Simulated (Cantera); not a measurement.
# Adiabatic ignition

An adiabatic, constant-volume homogeneous reactor starts with CH₄ : O₂ : N₂ : H₂O = 1 : 4.44 : 16.7 : 0.044 (molar parts), equivalence ratio 0.45, at 1750 K and 200000 Pa.

Model: GRI-Mech 3.0 (53 species, 325 reactions), integrated in Cantera.

```tsv
t (s)	T (K)	P (bar)	x CH₄	x O₂	x CO₂	x OH	x CH₂	x H₂O₂
9.00e-6	1750	2.00	0.0450	0.200	2.19e-8	1.42e-6	7.16e-10	9.09e-8
2.17e-5	1750	2.00	0.0448	0.200	4.38e-7	4.33e-6	7.51e-9	2.32e-7
5.22e-5	1761	2.01	0.0416	0.198	3.31e-5	4.74e-5	4.04e-7	1.69e-6
0.000126	2676	3.10	<1e-12	0.106	0.0366	0.0157	<1e-12	4.13e-7
0.000303	2702	3.13	<1e-12	0.105	0.0379	0.0148	<1e-12	4.87e-7
0.000731	2695	3.12	<1e-12	0.103	0.0380	0.0144	<1e-12	4.76e-7
0.00176	2684	3.10	<1e-12	0.0995	0.0382	0.0139	<1e-12	4.60e-7
0.00424	2675	3.09	<1e-12	0.0972	0.0384	0.0136	<1e-12	4.49e-7
0.0102	2674	3.09	<1e-12	0.0968	0.0384	0.0135	<1e-12	4.47e-7
0.0246	2674	3.09	<1e-12	0.0968	0.0384	0.0135	<1e-12	4.47e-7
0.0593	2674	3.09	<1e-12	0.0968	0.0384	0.0135	<1e-12	4.47e-7
0.143	2674	3.09	<1e-12	0.0968	0.0384	0.0135	<1e-12	4.47e-7
0.345	2674	3.09	<1e-12	0.0968	0.0384	0.0135	<1e-12	4.47e-7
0.830	2674	3.09	<1e-12	0.0968	0.0384	0.0135	<1e-12	4.47e-7
2.00	2674	3.09	<1e-12	0.0968	0.0384	0.0135	<1e-12	4.47e-7
```
x: mole fraction; the columns are a selection and need not sum to one.

```json
{
  "time_of_steepest_temperature_rise": "75.5 µs",
  "temperature at 2.00 s": "2674 K",
  "equilibrium_temperature": "2674 K",
  "x(CH₄) at 2.00 s": "<1e-12 (gas-phase equilibrium <1e-12)",
  "x(O₂) at 2.00 s": "0.0968 (gas-phase equilibrium 0.0968)",
  "x(CO₂) at 2.00 s": "0.0384 (gas-phase equilibrium 0.0384)"
}
```
